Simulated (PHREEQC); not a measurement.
Solution (25 °C): 0.002 mol/kgw HF, 0.00021 mol/kgw KF, 0.0042 mol/kgw (NH4)2SiF6 and 0.00011 mol/kgw H3PO4. Closed to the air; pH follows from the charge balance.

Model: ion-association model, wateq4f.dat, run in PHREEQC.

No solid was allowed to form.

Q: Estimate the pH, ionic strength.

A: pH 3.03; ionic strength 0.0136 mol/kgw.

Q: In which forms is Si present?

A: SiF6-2 94 %, H4SiO4 5.8 % of the Si.

Saturation is exceeded, for instance for Quartz (slow to form); the values hold only as long as no solid forms. H3PO4, which wateq4f.dat lacks, is added to it with the constant of phreeqc.dat. SiF6-2 is the database's only silicon fluoride.
